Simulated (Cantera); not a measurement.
A perfectly stirred reactor is fed with 11.0 % CH4, 1.10 % C2H6, 18.5 % O2, 69.4 % N2, equivalence ratio 1.4, at 1000000 Pa; it is adiabatic with a 675 K inlet, and is followed from long to short residence time, starting on the burning branch (τ in s: 0.076, 0.028, 0.01, 0.0038, 0.0014, 0.00051, 0.00019, 6.8e-05, 2.5e-05, 9.2e-06).

Computed with Cantera and GRI-Mech 3.0 (53 species, 325 reactions).

x: mole fraction; the columns are a selection and need not sum to one.

| τ (s) | T (K) | x CH4 | x C2H6 | x O2 | x CH2CO | x NO |
|---|---|---|---|---|---|---|
| 0.076 | 2263 | 4.25e-5 | 1.67e-8 | 2.01e-5 | 7.28e-8 | ___ |
| 0.028 | 2262 | 9.95e-5 | 4.67e-8 | 4.67e-5 | 1.99e-7 | ___ |
| 0.010 | 2261 | 0.000230 | 1.40e-7 | 0.000116 | 5.76e-7 | ___ |
| 0.0038 | 2260 | 0.000485 | 4.10e-7 | 0.000279 | 1.63e-6 | 0.000188 |
| 0.0014 | 2257 | 0.000960 | 1.28e-6 | 0.000685 | 4.74e-6 | 0.000191 |
| 0.00051 | 2249 | 0.00171 | 4.03e-6 | 0.00166 | 1.30e-5 | ___ |
| 0.00019 | 2226 | 0.00281 | 1.24e-5 | 0.00388 | 3.25e-5 | ___ |
| 6.8e-5 | 2159 | 0.00531 | 5.16e-5 | 0.0104 | 9.48e-5 | ___ |
| 2.5e-5 | 675 | 0.110 | 0.0110 | 0.185 | <1e-12 | <1e-12 |
| 9.2e-6 | 675 | 0.110 | 0.0110 | 0.185 | <1e-12 | <1e-12 |

Complete the blanks.


- 0.076, x NO: 9.06e-5
- 0.028, x NO: 0.000123
- 0.010, x NO: 0.000162
- 0.00051, x NO: 0.000164
- 0.00019, x NO: 0.000114
- 6.8e-5, x NO: 4.42e-5
